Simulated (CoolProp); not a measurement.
Computed with CoolProp (reference Helmholtz-energy equation of state, Wu 2012).

Q: For fluoroethane (R161), give the phase and the density (kg/m³), cv (kJ/(kg K)), speed of sound (m/s), Joule-Thomson coefficient (K/MPa) at 209.6 K and 500 kPa; 209.6 K and 1500 kPa; 209.6 K and 5000 kPa.

A: 
- 209.6 K and 500 kPa: liquid; density 854, cv 1.35, speed of sound 1260, Joule-Thomson coefficient -0.412
- 209.6 K and 1500 kPa: liquid; density 855, cv 1.35, speed of sound 1260, Joule-Thomson coefficient -0.413
- 209.6 K and 5000 kPa: liquid; density 858, cv 1.36, speed of sound 1280, Joule-Thomson coefficient -0.418
